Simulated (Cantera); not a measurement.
Feed: 1 mol HMDSO, 1 mol O3, 21 mol H2, 8.1 mol H2O, at 100000 Pa.

Equilibrium computed with Cantera from the NASA thermochemical tables; the gas is ideal and each condensed phase is pure. Candidate condensed phases: C, C6H6, C7H8, C8H18, H2O, Si, SiC, SiO2; 123 gas species. The feed counts by its element totals alone. The tables hold silica as quartz up to 1696 K and as liquid above; real silica turns to tridymite and cristobalite and melts near 1996 K. Equilibrium is a limit: real reactors are often held back by kinetics, nucleation or transport. All values below are at 1173 K.

Base state: H2 0.820, CO 0.130, H2O 0.0435, CO2 0.00541, CH4 0.00114 (mole fractions); condensed: SiO2(β-quartz).

**Question.** What changes in the equilibrium state with this change: O3 from 1 to 0.11 mol?

**Answer.** 
```csv
species,before,after
H2,0.820,0.859
CO,0.130,0.122
CH4,0.00114,0.0144
H2O,0.0435,0.00373
CO2,0.00541,0.000418
"SiO2(β-quartz), mol",2.00,2.00
"C(graphite), mol",0,0.134
```

**Question.** What changes in the equilibrium state with this change: HMDSO replaced by SiH4?

**Answer.** 
```tsv
species	before	after
H2	0.820	0.707
H2O	0.0435	0.293
CO	0.130	0
CO2	0.00541	0
CH4	0.00114	0
SiO2(β-quartz), mol	2.00	1.00
```
